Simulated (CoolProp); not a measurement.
A simple Rankine cycle with R1224YDZ: condensing at 289.15 K, boiler at 2.21 MPa, turbine inlet 472.1 K, turbine efficiency 0.85, pump efficiency 0.8, no recuperator. Each further row changes one setting.

Model: reference Helmholtz-energy equation of state, Akasaka 2023, in CoolProp.

```json
[
 {"case": "as stated", "thermal efficiency (%)": "17.5", "net work (kJ/kg)": "55.3", "heat in (kJ/kg)": "315", "turbine exit temperature (K)": "…", "volume ratio over the turbine": "…"},
 {"case": "condensing temperature 281.15 K", "thermal efficiency (%)": "18.8", "net work (kJ/kg)": "60.9", "heat in (kJ/kg)": "324", "turbine exit temperature (K)": "389.2", "volume ratio over the turbine": "28.4"},
 {"case": "boiler pressure 1.55 MPa", "thermal efficiency (%)": "…", "net work (kJ/kg)": "51.1", "heat in (kJ/kg)": "322", "turbine exit temperature (K)": "407.2", "volume ratio over the turbine": "…"},
 {"case": "turbine efficiency 0.75", "thermal efficiency (%)": "…", "net work (kJ/kg)": "48.5", "heat in (kJ/kg)": "315", "turbine exit temperature (K)": "402.9", "volume ratio over the turbine": "…"}
]
```

Problem. Complete the blanks.

Solution. 
- as stated, turbine exit temperature (K): 395.7
- as stated, volume ratio over the turbine: 21.0
- boiler pressure 1.55 MPa, thermal efficiency (%): 15.9
- boiler pressure 1.55 MPa, volume ratio over the turbine: 14.2
- turbine efficiency 0.75, thermal efficiency (%): 15.4
- turbine efficiency 0.75, volume ratio over the turbine: 21.4
